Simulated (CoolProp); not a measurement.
Vapour-liquid equilibrium of propylene (1) + propane (2) at 11.8 bar; x and y are mole fractions of (1).

Computed with CoolProp (multi-fluid Helmholtz-energy mixture model, Lemmon 2013 and Lemmon 2009; pair parameters Bell 2016).

```json
[
 {"x": "0.05", "bubble temperature (°C)": "33.1", "y at the bubble point": "___", "dew temperature at overall composition x (°C)": "33.2", "liquid density (mol/L)": "___"},
 {"x": "0.15", "bubble temperature (°C)": "32.0", "y at the bubble point": "___", "dew temperature at overall composition x (°C)": "32.2", "liquid density (mol/L)": "11.01"},
 {"x": "0.25", "bubble temperature (°C)": "30.9", "y at the bubble point": "0.284", "dew temperature at overall composition x (°C)": "31.3", "liquid density (mol/L)": "11.12"},
 {"x": "0.35", "bubble temperature (°C)": "30.0", "y at the bubble point": "0.388", "dew temperature at overall composition x (°C)": "30.4", "liquid density (mol/L)": "11.23"},
 {"x": "0.45", "bubble temperature (°C)": "29.2", "y at the bubble point": "0.488", "dew temperature at overall composition x (°C)": "___", "liquid density (mol/L)": "___"},
 {"x": "0.55", "bubble temperature (°C)": "28.4", "y at the bubble point": "___", "dew temperature at overall composition x (°C)": "28.7", "liquid density (mol/L)": "11.46"},
 {"x": "0.65", "bubble temperature (°C)": "27.7", "y at the bubble point": "0.678", "dew temperature at overall composition x (°C)": "27.9", "liquid density (mol/L)": "11.57"},
 {"x": "0.75", "bubble temperature (°C)": "27.1", "y at the bubble point": "___", "dew temperature at overall composition x (°C)": "27.3", "liquid density (mol/L)": "11.69"},
 {"x": "0.85", "bubble temperature (°C)": "26.6", "y at the bubble point": "0.862", "dew temperature at overall composition x (°C)": "26.6", "liquid density (mol/L)": "11.81"},
 {"x": "0.95", "bubble temperature (°C)": "26.1", "y at the bubble point": "0.954", "dew temperature at overall composition x (°C)": "26.1", "liquid density (mol/L)": "11.93"}
]
```

### Question
Complete the blanks.

### Answer

- 0.05, y at the bubble point: 0.060
- 0.05, liquid density (mol/L): 10.90
- 0.15, y at the bubble point: 0.175
- 0.45, dew temperature at overall composition x (°C): 29.5
- 0.45, liquid density (mol/L): 11.34
- 0.55, y at the bubble point: 0.584
- 0.75, y at the bubble point: 0.771

No azeotrope shows between x = 0.05 and 0.95.

The pair parameters rest on a limited set of measurements; away from them the model extrapolates.
